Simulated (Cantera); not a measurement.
Feed: 1 mol CF4, 0.7 mol F2, at 19.0 Pa.

These are equilibrium values from Cantera (NASA tables, ideal gas, pure condensed phases), not measurements of a reactor. Candidate condensed phases: C; 13 gas species. Gases not in the tables: C2F6 and larger saturated fluorocarbons. Kinetics and transport are ignored.

Problem. At 1852 °C, list the 5 most abundant gas species with their mole fractions, and the condensed phases.

Solution. F 0.768, CF2 0.213, CF4 0.0128, CF 0.00493, CF3 0.00195. Condensed: gas only.
